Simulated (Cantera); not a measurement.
Abatement and gas-phase synthesis: N2O + O2

Feed: 1 mol N2O, 3.4 mol O2, held at 53.0 mbar.

Method: chemical equilibrium by Gibbs-energy minimisation in Cantera with the NASA 1993 tables (ideal gas, pure condensed phases). Equilibrium is a limit: real reactors are often held back by kinetics, nucleation or transport.

```json
[
 {"T (K)": "1523", "x O2": "0.795", "x N2": "0.203", "x NO": "0.00135", "x O": "2.14e-5", "x NO2": "3.04e-6", "x N2O": "9.64e-9", "x O3": "6.07e-10", "x N": "<1e-12"},
 {"T (K)": "1573", "x O2": "0.795", "x N2": "0.203", "x NO": "0.00170", "x O": "4.05e-5", "x NO2": "3.31e-6", "x N2O": "1.20e-8", "x O3": "8.73e-10", "x N": "<1e-12"},
 {"T (K)": "1623", "x O2": "0.795", "x N2": "0.203", "x NO": "0.00211", "x O": "7.37e-5", "x NO2": "3.59e-6", "x N2O": "1.46e-8", "x O3": "1.23e-9", "x N": "2.18e-12"},
 {"T (K)": "1673", "x O2": "0.795", "x N2": "0.203", "x NO": "0.00258", "x O": "0.000129", "x NO2": "3.88e-6", "x N2O": "1.77e-8", "x O3": "1.69e-9", "x N": "6.29e-12"},
 {"T (K)": "1723", "x O2": "0.794", "x N2": "0.202", "x NO": "0.00312", "x O": "0.000220", "x NO2": "4.16e-6", "x N2O": "2.12e-8", "x O3": "2.29e-9", "x N": "1.71e-11"},
 {"T (K)": "1773", "x O2": "0.794", "x N2": "0.202", "x NO": "0.00373", "x O": "0.000363", "x NO2": "4.46e-6", "x N2O": "2.51e-8", "x O3": "3.05e-9", "x N": "4.39e-11"},
 {"T (K)": "1823", "x O2": "0.793", "x N2": "0.202", "x NO": "0.00442", "x O": "0.000584", "x NO2": "4.75e-6", "x N2O": "2.95e-8", "x O3": "3.99e-9", "x N": "1.07e-10"},
 {"T (K)": "1873", "x O2": "0.793", "x N2": "0.201", "x NO": "0.00518", "x O": "0.000914", "x NO2": "5.05e-6", "x N2O": "3.44e-8", "x O3": "5.16e-9", "x N": "2.49e-10"},
 {"T (K)": "1923", "x O2": "0.792", "x N2": "0.201", "x NO": "0.00602", "x O": "0.00140", "x NO2": "5.34e-6", "x N2O": "3.97e-8", "x O3": "6.59e-9", "x N": "5.53e-10"},
 {"T (K)": "1973", "x O2": "0.791", "x N2": "0.200", "x NO": "0.00695", "x O": "0.00209", "x NO2": "5.64e-6", "x N2O": "4.56e-8", "x O3": "8.31e-9", "x N": "1.18e-9"},
 {"T (K)": "2023", "x O2": "0.789", "x N2": "0.200", "x NO": "0.00796", "x O": "0.00307", "x NO2": "5.93e-6", "x N2O": "5.19e-8", "x O3": "1.04e-8", "x N": "2.43e-9"},
 {"T (K)": "2073", "x O2": "0.787", "x N2": "0.199", "x NO": "0.00905", "x O": "0.00443", "x NO2": "6.22e-6", "x N2O": "5.87e-8", "x O3": "1.28e-8", "x N": "4.83e-9"},
 {"T (K)": "2123", "x O2": "0.785", "x N2": "0.198", "x NO": "0.0102", "x O": "0.00627", "x NO2": "6.50e-6", "x N2O": "6.60e-8", "x O3": "1.56e-8", "x N": "9.30e-9"}
]
```
x: gas mole fraction; nothing condenses.

From 1523 K to 2123 K nothing is condensed.
